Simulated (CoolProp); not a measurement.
Methane at 293.15 K and 0.814 MPa flows at 0.053 m/s in a round tube of 20 mm bore and 1.5 µm roughness, fully developed (64/Re and Nu = 3.66 if laminar; Colebrook and Gnielinski if turbulent). Each further row changes one setting.

The numbers come from the reference Helmholtz-energy equation of state, Setzmann 1991 in CoolProp.

| case | Reynolds number | Darcy friction factor | pressure drop (Pa/m) | heat-transfer coefficient (W/(m² K)) | mass flow (kg/h) |
|---|---|---|---|---|---|
| as stated | [?] | [?] | 0.0472 | 6.21 | [?] |
| velocity 0.106 m/s | 1040 | 0.0618 | [?] | 6.21 | [?] |
| diameter 40 mm | 1040 | 0.0618 | 0.0118 | 3.10 | 1.30 |

Fill in the missing entries.


- as stated, Reynolds number: 518
- as stated, Darcy friction factor: 0.124
- as stated, mass flow (kg/h): 0.326
- velocity 0.106 m/s, pressure drop (Pa/m): 0.0944
- velocity 0.106 m/s, mass flow (kg/h): 0.652

Viscosity comes from a separate model (Quiñones-Cisneros 2006). Thermal conductivity comes from a separate model (Friend 1989).
